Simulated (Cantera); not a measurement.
A perfectly stirred reactor is fed with H2 : O2 = 0.008 : 1 (molar parts), equivalence ratio 0.0040, at 0.00340 bar; it is held at 1298 K, and followed from long to short residence time.

Model: the H2/O2 subset of GRI-Mech 3.0, which has no nitrogen chemistry, integrated in Cantera. Radical loss at walls, strong at low pressure, is not modelled.

x: mole fraction; the columns are a selection and need not sum to one.

```tsv
τ (s)	x H2	x O2	x H2O2	x H	x O	x H2O
1.2	5.14e-5	0.986	3.12e-9	0.000180	0.00584	0.00740
0.63	7.59e-5	0.985	3.31e-9	0.000207	0.00629	0.00734
0.32	0.000122	0.985	3.61e-9	0.000232	0.00654	0.00725
0.16	0.000212	0.985	4.12e-9	0.000257	0.00658	0.00710
0.082	[?]	0.985	[?]	[?]	0.00643	0.00687
0.042	0.000662	0.985	6.03e-9	0.000315	0.00609	0.00648
0.021	0.00120	0.986	7.46e-9	0.000337	0.00547	0.00585
0.011	0.00206	0.987	8.56e-9	0.000329	0.00458	0.00493
0.0055	0.00363	0.988	8.15e-9	0.000259	0.00318	0.00345
0.0028	[?]	0.990	[?]	[?]	[?]	[?]
```

**Question.** What belongs in the gaps?

**Answer.** 
- 0.082, x H2: 0.000372
- 0.082, x H2O2: 4.90e-9
- 0.082, x H: 0.000285
- 0.0028, x H2: 0.00611
- 0.0028, x H2O2: 3.56e-9
- 0.0028, x H: 0.000106
- 0.0028, x O: 0.00127
- 0.0028, x H2O: 0.00137
